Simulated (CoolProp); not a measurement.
Vapour-liquid equilibrium of C3F8 (R218) (1) + c-C4F8 (RC318) (2) at 11.95 °C; x and y are mole fractions of (1).

Values from CoolProp's multi-fluid Helmholtz-energy mixture model, Lemmon 2006 and Platzer 1990; pair parameters Bell 2016. This equation is an older, rougher fit; its heat capacities, sound speeds and derivatives of the liquid may be far off and weren't checked against measurements.

```json
[
 {"x": "0.05", "bubble pressure, mixture model (kPa)": "(withheld)", "bubble pressure, Raoult's law (kPa)": "221.3", "y, mixture model": "0.075", "y, Raoult's law": "0.136"},
 {"x": "0.2", "bubble pressure, mixture model (kPa)": "234.9", "bubble pressure, Raoult's law (kPa)": "281.2", "y, mixture model": "0.324", "y, Raoult's law": "0.427"},
 {"x": "0.35", "bubble pressure, mixture model (kPa)": "280.6", "bubble pressure, Raoult's law (kPa)": "341.0", "y, mixture model": "0.554", "y, Raoult's law": "0.616"},
 {"x": "0.5", "bubble pressure, mixture model (kPa)": "(withheld)", "bubble pressure, Raoult's law (kPa)": "400.8", "y, mixture model": "(withheld)", "y, Raoult's law": "0.749"},
 {"x": "0.65", "bubble pressure, mixture model (kPa)": "(withheld)", "bubble pressure, Raoult's law (kPa)": "460.6", "y, mixture model": "(withheld)", "y, Raoult's law": "0.847"},
 {"x": "0.8", "bubble pressure, mixture model (kPa)": "492.2", "bubble pressure, Raoult's law (kPa)": "520.5", "y, mixture model": "0.930", "y, Raoult's law": "0.923"},
 {"x": "0.95", "bubble pressure, mixture model (kPa)": "(withheld)", "bubble pressure, Raoult's law (kPa)": "580.3", "y, mixture model": "0.985", "y, Raoult's law": "0.983"}
]
```

**Question.** What belongs in the gaps?

**Answer.** 
- 0.05, bubble pressure, mixture model (kPa): 206.9
- 0.5, bubble pressure, mixture model (kPa): 341.8
- 0.5, y, mixture model: 0.729
- 0.65, bubble pressure, mixture model (kPa): 413.9
- 0.65, y, mixture model: 0.850
- 0.95, bubble pressure, mixture model (kPa): 572.9

The largest gap from Raoult's law is -17.7 % in bubble pressure, at x = 0.35. No azeotrope shows between x = 0.05 and 0.95.

Pair parameters are fitted to limited data, so mixtures are less certain than the pure fluids.
